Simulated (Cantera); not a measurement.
Calcination and drying: MgSO₄ + H₂

Input: 1 mol MgSO₄, a varied amount of H₂, held at 1525 K and 66000 Pa.

Equilibrium computed with Cantera from the NASA thermochemical tables; the gas is ideal and each condensed phase is pure. Candidate condensed phases: H₂O, H₂SO₄, Mg, MgO, Mg(OH)₂, MgS, MgSO₄, S; 26 gas species. The numbers say what is thermodynamically allowed, not how fast it happens.

```json
[
 {"n(H₂) (mol)": "0.51", "log p H₂O": "-0.72", "log p SO₂": "-0.43", "log p H₂": "-5.77", "log p O₂": "-1.04", "log p H₂S": "<-12", "log p S₂": "<-12", "n MgO(s)": "1.00"},
 {"n(H₂) (mol)": "1.3", "log p H₂O": "-0.44", "log p SO₂": "-0.59", "log p H₂": "-1.90", "log p O₂": "-8.23", "log p H₂S": "-2.32", "log p S₂": "-1.85", "n MgO(s)": "1.00"},
 {"n(H₂) (mol)": "2.1", "log p H₂O": "-0.35", "log p SO₂": "-0.90", "log p H₂": "-1.55", "log p O₂": "-8.77", "log p H₂S": "-1.73", "log p S₂": "-1.39", "n MgO(s)": "1.00"},
 {"n(H₂) (mol)": "2.9", "log p H₂O": "-0.33", "log p SO₂": "-1.29", "log p H₂": "-1.30", "log p O₂": "-9.21", "log p H₂S": "-1.45", "log p S₂": "-1.30", "n MgO(s)": "1.000"},
 {"n(H₂) (mol)": "3.7", "log p H₂O": "-0.34", "log p SO₂": "-1.83", "log p H₂": "-1.06", "log p O₂": "-9.71", "log p H₂S": "-1.24", "log p S₂": "-1.36", "n MgO(s)": "1.000"},
 {"n(H₂) (mol)": "4.4", "log p H₂O": "-0.38", "log p SO₂": "-2.36", "log p H₂": "-0.88", "log p O₂": "-10.17", "log p H₂S": "-1.13", "log p S₂": "-1.52", "n MgO(s)": "1.000"},
 {"n(H₂) (mol)": "5.2", "log p H₂O": "-0.44", "log p SO₂": "-2.88", "log p H₂": "-0.72", "log p O₂": "-10.59", "log p H₂S": "-1.08", "log p S₂": "-1.73", "n MgO(s)": "1.000"},
 {"n(H₂) (mol)": "6", "log p H₂O": "-0.49", "log p SO₂": "-3.31", "log p H₂": "-0.62", "log p O₂": "-10.91", "log p H₂S": "-1.08", "log p S₂": "-1.94", "n MgO(s)": "1.000"},
 {"n(H₂) (mol)": "6.8", "log p H₂O": "-0.54", "log p SO₂": "-3.64", "log p H₂": "-0.55", "log p O₂": "-11.15", "log p H₂S": "-1.10", "log p S₂": "-2.12", "n MgO(s)": "1.000"}
]
```
log p: log10 of the partial pressure in bar; n: condensed amount in mol.

From 0.51 mol H₂ to 6.8 mol H₂ the condensed part is MgO(s). The main Mg-bearing gas is Mg(OH)₂ throughout.
